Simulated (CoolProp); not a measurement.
The numbers come from the reference Helmholtz-energy equation of state, Gedanitz 2015 in CoolProp.

Give the vapour pressure (kPa), liquid density (kg/m³), enthalpy of vaporisation (kJ/kg), surface tension (mN/m) of saturated cyclopentane at 313.4, 326.7 K.


```tsv
T (K)	p (kPa)	liquid density (kg/m³)	enthalpy of vaporisation (kJ/kg)	surface tension (mN/m)
313.4	74.6	725	396	19.7
326.7	116	711	386	17.9
```

Surface tension comes from a separate correlation (Mulero 2014).
